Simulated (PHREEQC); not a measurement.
A PHREEQC input (ion-association model, wateq4f.dat):

```
SOLUTION 1
  temp 42
  units mg/L
  pH 6.01
  pe 1.2
  Na 0.0203
  K 0.00166
  Ca 0.00723
  Mg 0.00418
  Cl 0.0132
  S(6) 0.00605 as SO4
  Alkalinity 0.0661 as HCO3
  Si 9.55e-05 as SiO2
END
USE solution 1
EQUILIBRIUM_PHASES 1
  Quaartz 0 0.5
  Chalcedony 0 0
  CO2(g) -3.4 10
END
```

It stops with these messages:

```
ERROR: Phase not found in database, Quaartz.
ERROR: Calculations terminating due to input errors.
```

The fault: the phase Quartz misspelt. The line should read `Quartz` where the input has `Quaartz`. With the mend the run ends at pH 5.77 and ionic strength 3.72e-6 mol/kgw.
